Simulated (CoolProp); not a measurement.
A simple Rankine cycle with p-xylene: condensing at 325.15 K, boiler at 0.795 MPa, turbine inlet 511.6 K, turbine efficiency 0.6, pump efficiency 0.8, no recuperator. Each further row changes one setting.

Values from CoolProp's reference Helmholtz-energy equation of state, Zhou 2012.

| case | thermal efficiency (%) | net work (kJ/kg) | heat in (kJ/kg) | turbine exit temperature (K) | volume ratio over the turbine |
|---|---|---|---|---|---|
| as stated | 15.5 | 103 | 662 | 440.2 | 176 |
| turbine inlet 531.6 K | 15.4 | 108 | 705 | 461.8 | 172 |
| condensing temperature 317.15 K | 16.2 | 110 | 676 | 436.0 | 257 |
| boiler pressure 0.556 MPa | 14.7 | 98.5 | 672 | 448.4 | 116 |
| turbine efficiency 0.5 | 12.9 | 85.3 | 662 | 450.2 | 180 |
